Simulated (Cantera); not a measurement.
A Cantera script and its output.

```python
import numpy as np
import cantera as ct

gas = ct.Solution("gri30.yaml")
gas.TPX = 473, 30000, {'CH4': 1, 'O2': 2.13, 'N2': 8, 'CO2': 0.26}
flame = ct.FreeFlame(gas, width=0.093)
flame.set_refine_criteria(ratio=3, slope=0.08, curve=0.16)
flame.transport_model = "mixture-averaged"
flame.solve(loglevel=0, auto=True)
z, T = flame.grid, flame.T
thick = (T[-1] - T[0]) / np.gradient(T, z).max()
show = ['CH4', 'O2', 'CO2', 'CH2CO', 'HCN', 'CH2O']
print(f"laminar burning velocity  {flame.velocity[0] * 100:.3f} cm/s")
print(f"burnt temperature         {T[-1]:.1f} K")
print(f"thermal thickness         {thick * 1e3:.4f} mm")
print(f"grid points               {len(z)}")
z0 = z[flame.heat_release_rate.argmax()]
print(f"{'z/mm':>9s}{'T/K':>9s}{'u/(m/s)':>9s}" + "".join(f"{s:>11s}" for s in show))
rows = []
for k in (-3, -2, -1.5, -1, -0.5, -0.25, 0, 0.25, 0.5, 1, 2, 4, 8):
    zz = z0 + k * thick
    rows.append([k * thick, np.interp(zz, z, T), np.interp(zz, z, flame.velocity),
                 *(np.interp(zz, z, flame.X[gas.species_index(s)]) for s in show)])
    print(f"{rows[-1][0] * 1e3:9.3f}{rows[-1][1]:9.1f}{rows[-1][2]:9.3f}" + "".join(f"{x:11.3e}" for x in rows[-1][3:]))
```

Result:

```
laminar burning velocity  94.049 cm/s
burnt temperature         2199.4 K
thermal thickness         1.1192 mm
grid points               142
     z/mm      T/K  u/(m/s)        CH4         O2        CO2      CH2CO        HCN       CH2O
   -3.358    473.0    0.941  8.775e-02  1.869e-01  2.282e-02  8.987e-12  1.570e-12  1.101e-08
   -2.238    473.6    0.943  8.758e-02  1.866e-01  2.279e-02  4.252e-10  5.481e-11  3.684e-07
   -1.679    477.1    0.952  8.717e-02  1.861e-01  2.275e-02  5.646e-09  5.760e-10  3.480e-06
   -1.119    516.0    1.035  8.437e-02  1.830e-01  2.275e-02  1.771e-07  1.212e-08  4.833e-05
   -0.560    863.7    1.757  6.259e-02  1.559e-01  2.522e-02  9.443e-06  2.618e-07  4.343e-04
   -0.280   1260.3    2.592  3.494e-02  1.172e-01  3.117e-02  4.732e-05  7.844e-07  8.564e-04
    0.000   1631.1    3.383  8.589e-03  7.135e-02  4.196e-02  6.464e-05  1.648e-06  6.614e-04
    0.280   1774.4    3.683  7.010e-04  4.491e-02  5.433e-02  1.124e-05  1.378e-06  1.073e-04
    0.560   1807.8    3.742  2.922e-05  3.575e-02  6.403e-02  4.803e-07  5.594e-07  5.224e-06
    1.119   1841.5    3.793  7.359e-08  3.102e-02  7.401e-02  8.583e-10  7.011e-08  1.401e-08
    2.238   1885.7    3.869  3.444e-11  2.865e-02  7.942e-02  3.401e-13  2.544e-09  3.528e-11
    4.477   1945.2    3.975  1.285e-16  2.658e-02  8.237e-02  1.348e-18  7.971e-12  2.310e-11
    8.954   2015.5    4.099  1.115e-17  2.408e-02  8.590e-02  5.054e-20  5.003e-13  1.744e-11
```

Detailed kinetics in Cantera: GRI-Mech 3.0 (53 species, 325 reactions). Burning velocities carry a grid error of a few per cent, more on coarse grids.
